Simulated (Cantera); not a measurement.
Cantera with NASA thermochemical tables; ideal gases at 1 bar, condensed phases pure. Values are per mole of reaction as written; species without (g) are pure solids or liquids, kept so even where they would boil at 1 bar.

Between 1523 and 2023 K, where is each reaction favourable under standard conditions?
- Fe + Fe2Cl6(g) → 3 FeCl2(g)


- Fe + Fe2Cl6(g) → 3 FeCl2(g): ΔG° is -238 kJ at 1523 K and -375 kJ at 2023 K; it stays negative (K > 1). ΔH° is 161 kJ and ΔS° 265 J/K at 2023 K.
